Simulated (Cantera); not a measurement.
A perfectly stirred reactor is fed with CH4 : H2 : O2 : N2 = 1 : 0.78 : 1.49 : 5.62 (molar parts), at 10.0 bar; it is adiabatic with a 375 K inlet, and is followed from long to short residence time, starting on the burning branch (τ in s: 0.14, 0.044, 0.014, 0.0044, 0.0014, 0.00043, 0.00014, 4.3e-05, 1.3e-05, 4.2e-06).

Computed with Cantera and GRI-Mech 3.0 (53 species, 325 reactions).

Q: What does this change do: pressure from 10.0 bar to 0.700 bar?

A: 
```csv
quantity,before,after
"blow-out, bracketed by the residence times tried","burning at 0.430 ms, out at 0.140 ms","burning at 1.40 ms, out at 0.430 ms"
x(CH4) at τ = 0.140 s,0.00170,0.00106
x(H2) at τ = 0.140 s,0.108,0.109
x(O2) at τ = 0.140 s,5.18e-5,0.000160
x(H2O) at τ = 0.140 s,0.185,0.184
x(C2H4) at τ = 0.140 s,5.26e-6,3.36e-6
x(CH4) at τ = 0.430 ms,0.0147,0.112
x(H2) at τ = 0.430 ms,0.0689,0.0877
x(O2) at τ = 0.430 ms,0.00883,0.168
x(H2O) at τ = 0.430 ms,0.200,<1e-12
x(C2H4) at τ = 0.430 ms,0.000577,<1e-12
```

Q: What does this change do: pressure from 10.0 bar to 0.480 bar?

A: 
| quantity | before | after |
|---|---|---|
| blow-out, bracketed by the residence times tried | burning at 0.430 ms, out at 0.140 ms | burning at 1.40 ms, out at 0.430 ms |
| x(CH4) at τ = 0.140 s | 0.00170 | 0.000697 |
| x(H2) at τ = 0.140 s | 0.108 | 0.110 |
| x(O2) at τ = 0.140 s | 5.18e-5 | 0.000159 |
| x(H2O) at τ = 0.140 s | 0.185 | 0.183 |
| x(C2H4) at τ = 0.140 s | 5.26e-6 | 2.19e-6 |
| x(CH4) at τ = 0.430 ms | 0.0147 | 0.112 |
| x(H2) at τ = 0.430 ms | 0.0689 | 0.0877 |
| x(O2) at τ = 0.430 ms | 0.00883 | 0.168 |
| x(H2O) at τ = 0.430 ms | 0.200 | <1e-12 |
| x(C2H4) at τ = 0.430 ms | 0.000577 | <1e-12 |

Q: What does this change do: inlet temperature 375 to 625 K?

A: 
```tsv
quantity	before	after
blow-out, bracketed by the residence times tried	burning at 0.430 ms, out at 0.140 ms	burning at 0.140 ms, out at 43.0 µs
x(CH4) at τ = 0.140 s	0.00170	0.000200
x(H2) at τ = 0.140 s	0.108	0.111
x(O2) at τ = 0.140 s	5.18e-5	1.41e-5
x(H2O) at τ = 0.140 s	0.185	0.185
x(C2H4) at τ = 0.140 s	5.26e-6	7.61e-8
x(CH4) at τ = 0.430 ms	0.0147	0.00692
x(H2) at τ = 0.430 ms	0.0689	0.0848
x(O2) at τ = 0.430 ms	0.00883	0.00299
x(H2O) at τ = 0.430 ms	0.200	0.197
x(C2H4) at τ = 0.430 ms	0.000577	0.000133
```
